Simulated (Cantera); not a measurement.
A freely propagating, adiabatic, planar premixed flame of CH₄ : O₂ : N₂ = 1 : 1.33 : 5.01 (molar parts), equivalence ratio 1.5, unburnt at 600 K and 0.987 atm; mixture-averaged transport, grid criteria slope 0.08 and curve 0.16, no radiation.

Detailed kinetics in Cantera: GRI-Mech 3.0 (53 species, 325 reactions). Burning velocities carry a grid error of a few per cent, more on coarse grids.

Task: Predict: laminar burning velocity; thermal thickness; peak x(HO₂); peak x(HCO).

Result: 
* **laminar burning velocity**: 51.1 cm/s
* **thermal thickness**: 0.676 mm
* **peak x(HO₂)**: 7.80e-5
* **peak x(HCO)**: 1.50e-5
